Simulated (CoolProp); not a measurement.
Vapour-liquid equilibrium of R134a (1) + R245fa (2) at 0.0733 MPa; x and y are mole fractions of (1).

The numbers come from the multi-fluid Helmholtz-energy mixture model, Tillner-Roth 1994 and Akasaka 2015; pair parameters Akasaka 2014 in CoolProp.

| x | bubble temperature (K) | y at the bubble point | dew temperature at overall composition x (K) | liquid density (mol/L) |
|---|---|---|---|---|
| 0.05 | 275.9 | 0.212 | 279.4 | 10.53 |
| 0.125 | 270.3 | 0.435 | 277.8 | 10.80 |
| 0.2 | 265.5 | 0.585 | 276.2 | 11.05 |
| 0.275 | 261.5 | 0.689 | 274.5 | 11.30 |
| 0.35 | 258.1 | 0.765 | 272.6 | 11.54 |
| 0.425 | 255.1 | 0.822 | 270.5 | 11.78 |
| 0.5 | 252.5 | 0.865 | 268.3 | 12.01 |
| 0.575 | 250.1 | 0.899 | 265.9 | 12.25 |
| 0.65 | 248.0 | 0.926 | 263.1 | 12.49 |
| 0.725 | 246.1 | 0.947 | 260.0 | 12.73 |
| 0.8 | 244.3 | 0.965 | 256.3 | 12.98 |
| 0.875 | 242.7 | 0.980 | 251.8 | 13.24 |
| 0.95 | 241.2 | 0.993 | 245.8 | 13.51 |

No azeotrope shows between x = 0.05 and 0.95.

The pair parameters rest on a limited set of measurements; away from them the model extrapolates.
